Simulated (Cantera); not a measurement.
Feed: 1 mol SiH4, 1.9 mol NO, 2.1 mol H2, held at 677 °C and 630 Pa.

These are equilibrium values from Cantera (NASA tables, ideal gas, pure condensed phases), not measurements of a reactor. Candidate condensed phases: H2O, Si, SiO2, Si2N2O, Si3N4; 35 gas species. Equilibrium is a limit: real reactors are often held back by kinetics, nucleation or transport.

Base state: H2 0.817, N2 0.183 (mole fractions); condensed: SiO2(β-quartz) + Si2N2O(s).

Question: What changes in the equilibrium state with this change: NO from 1.9 to 0.23 mol?

Answer: 
```
species              before   after
-------------------  ------  ------
H2                    0.817    1.00
N2                    0.183   <1e-9
SiO2(β-quartz), mol   0.933  0.0575
Si2N2O(s), mol       0.0333   0.115
Si(s), mol                0   0.713
```
